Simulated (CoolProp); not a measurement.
Saturation properties of CH2F2 (R32) (Tc = 351.3 K, pc = 5783 kPa, ω = 0.277).

Values from CoolProp's reference Helmholtz-energy equation of state, Tillner-Roth 1997.

```
T (K)  p (kPa)  vapour density (kg/m³)  liquid cp (kJ/(kg K))  liquid viscosity (µPa s)  liquid conductivity (mW/(m K))
-----  -------  ----------------------  ---------------------  ------------------------  ------------------------------
190.2    15.12                  0.5036                  1.560                       492                             214
200.3    30.12                  0.9594                  1.564                       414                             208
210.3    55.29                   1.693                  1.573                       354                             201
220.4    95.78                   2.834                  1.585                       305                             194
230.4    156.3                   4.495                  1.602                       265                             187
240.5    244.8                   6.874                  1.624                       231                             180
250.5    366.7                   10.12                  1.652                       203                             172
260.5    530.9                   14.49                  1.687                       179                             165
270.6    748.7                   20.34                  1.732                       157                             157
280.6     1025                   27.95                  1.789                       139                             149
290.7     1377                   37.98                  1.864                       123                             140
300.7     1808                   51.00                  1.966                       108                             132
310.8     2339                   68.42                  2.117                      94.9                             123
320.8     2975                   91.82                  2.358                      82.9                             114
```

It boils at 221.5 K under 1 atm.

Viscosity comes from a separate model (Bell 2016), an estimate that may be off by 10 % or more. Thermal conductivity comes from a separate model (Huber 2003), an estimate that may be off by 10 % or more.
